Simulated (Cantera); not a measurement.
## Premixed flame

A freely propagating, adiabatic, planar premixed flame of 20.7 % H2, 16.7 % O2, 62.7 % N2, equivalence ratio 0.62, unburnt at 523 K and 1.00 bar; mixture-averaged transport, grid criteria slope 0.08 and curve 0.16, no radiation.

Detailed kinetics in Cantera: the H2/O2 subset of GRI-Mech 3.0, which has no nitrogen chemistry. Burning velocities carry a grid error of a few per cent, more on coarse grids. Lean hydrogen flames are cellular in practice and burn faster than this planar one.

| z (mm) | T (K) | u (m/s) | x H2 | x O2 | x H2O2 | x O | x H | x HO2 |
|---|---|---|---|---|---|---|---|---|
| -1.22 | 523 | 3.22 | 0.207 | 0.167 | <1e-8 | <1e-8 | <1e-8 | <1e-8 |
| -0.811 | 523 | 3.22 | 0.207 | 0.167 | <1e-8 | <1e-8 | <1e-8 | <1e-8 |
| -0.608 | 523 | 3.22 | 0.207 | 0.167 | <1e-8 | <1e-8 | <1e-8 | 4.35e-8 |
| -0.405 | 523 | 3.22 | 0.205 | 0.167 | 7.20e-8 | 3.12e-8 | <1e-8 | 2.20e-6 |
| -0.203 | 562 | 3.40 | 0.189 | 0.169 | 1.56e-5 | 8.66e-6 | 6.48e-5 | 0.000274 |
| -0.101 | 795 | 4.67 | 0.149 | 0.164 | 3.05e-5 | 0.000287 | 0.00251 | 0.000237 |
| 0 | 1164 | 6.67 | 0.0831 | 0.134 | 9.76e-6 | 0.00356 | 0.0127 | 0.000116 |
| 0.101 | 1437 | 8.17 | 0.0330 | 0.0952 | 4.71e-6 | 0.00896 | 0.0195 | 6.66e-5 |
| 0.203 | 1586 | 8.99 | 0.0170 | 0.0795 | 2.56e-6 | 0.0106 | 0.0173 | 4.60e-5 |
| 0.405 | 1736 | 9.77 | 0.0112 | 0.0734 | 1.24e-6 | 0.00889 | 0.0108 | 3.09e-5 |
| 0.811 | 1862 | 10.4 | 0.00758 | 0.0715 | 6.59e-7 | 0.00578 | 0.00514 | 1.91e-5 |
| 1.62 | 1952 | 10.8 | 0.00415 | 0.0707 | 3.86e-7 | 0.00305 | 0.00187 | 1.03e-5 |
| 3.24 | 2005 | 11.1 | 0.00184 | 0.0709 | 2.34e-7 | 0.00133 | 0.000519 | 5.07e-6 |
x: mole fraction of selected species; z is measured from the peak of heat release.

```json
{
 "laminar_burning_velocity": "322 cm/s",
 "thermal_thickness": "0.405 mm",
 "peak x(H2O2)": "3.26e-5",
 "peak x(O)": "0.0106",
 "peak x(H)": "0.0195",
 "peak x(HO2)": "0.000339"
}
```
